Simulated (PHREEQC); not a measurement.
1 kg of water holding 0.079 mol/kgw KCl meets 20 L of dry gas (H2 0.36, N2 0.64 by moles) at fixed total pressure, at 10 °C; fugacities by Peng-Robinson. The gases take part in no redox reaction, some water evaporates into the gas, and hydrates or a liquid gas phase aren't modelled. Nothing may precipitate in this run.

Computed with PHREEQC (ion-association model, phreeqc.dat).

Question: Predict dissolved H2 (mol/kgw), dissolved N2 (mol/kgw) at P (atm) = 30, 150.

Answer: 
| P (atm) | dissolved H2 (mol/kgw) | dissolved N2 (mol/kgw) |
|---|---|---|
| 30 | 0.00912 | 0.0152 |
| 150 | 0.0415 | 0.0636 |

Constants without temperature data keep their 25 °C values here.
